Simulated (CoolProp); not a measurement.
Vapour-liquid equilibrium of C3F8 (R218) (1) + c-C4F8 (RC318) (2) at 30.25 °C; x and y are mole fractions of (1).

Model: multi-fluid Helmholtz-energy mixture model, Lemmon 2006 and Platzer 1990; pair parameters Bell 2016, in CoolProp. This equation is an older, rougher fit; its heat capacities, sound speeds and derivatives of the liquid may be far off and weren't checked against measurements.

```
x      bubble pressure (bar)  y at the bubble point  dew pressure at overall composition x (bar)  liquid density (mol/L)
-----  ---------------------  ---------------------  -------------------------------------------  ----------------------
0.05                   3.771                  0.070                                        3.743                   7.393
0.125                  3.953                      ?                                        3.851                   7.403
0.2                    4.203                  0.302                                        3.982                   7.407
0.275                      ?                  0.416                                        4.139                   7.403
0.35                   4.901                  0.521                                        4.326                   7.392
0.425                  5.342                  0.615                                            ?                   7.373
0.5                    5.836                  0.696                                        4.815                   7.346
0.575                  6.376                  0.766                                        5.139                   7.310
0.65                   6.953                  0.824                                        5.539                   7.263
0.725                  7.559                  0.874                                        6.043                   7.206
0.8                    8.189                  0.915                                        6.697                   7.136
0.875                  8.839                  0.951                                        7.579                   7.051
0.95                   9.508                  0.981                                        8.827                   6.949
```

Question: Fill in the missing entries.

Answer: 
- 0.125, y at the bubble point: 0.185
- 0.275, bubble pressure (bar): 4.519
- 0.425, dew pressure at overall composition x (bar): 4.548

No azeotrope shows between x = 0.05 and 0.95.

The pair parameters rest on a limited set of measurements; away from them the model extrapolates.
